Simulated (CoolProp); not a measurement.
Vapour-liquid equilibrium of R134a (1) + R123 (2) at 1.11 bar; x and y are mole fractions of (1).

Computed with CoolProp (multi-fluid Helmholtz-energy mixture model, Tillner-Roth 1994 and Younglove 1994; pair parameters Bell 2016).

Q: Give the bubble temperature and the first vapour's composition at x = 0.05, 0.45, 0.75. Is there an azeotrope?

A: x = 0.05: 294.1 K, y = 0.319; x = 0.45: 261.8 K, y = 0.893; x = 0.75: 253.9 K, y = 0.960. No azeotrope shows between x = 0.05 and 0.95.

Pair parameters are fitted to limited data, so mixtures are less certain than the pure fluids.
